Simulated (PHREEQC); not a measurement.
## Nickel, zinc or cadmium bath: speciation

Make-up at 17 °C: 26 mmol/kgw CdCl2, 0.097 mmol/kgw H3BO3 and 57 mmol/kgw FeSO4. Closed to the air; pH follows from the charge balance.

Model: ion-association model, wateq4f.dat, run in PHREEQC.

This is a speciation only: nothing precipitates in the calculation.

Task: Estimate the pH, ionic strength.

Result: pH 5.82; ionic strength 0.181 mol/kgw.

Task: In which forms is Fe present?

Result: Fe+2 68 %, FeSO4 31 %, FeCl+ 1.3 % of the Fe.
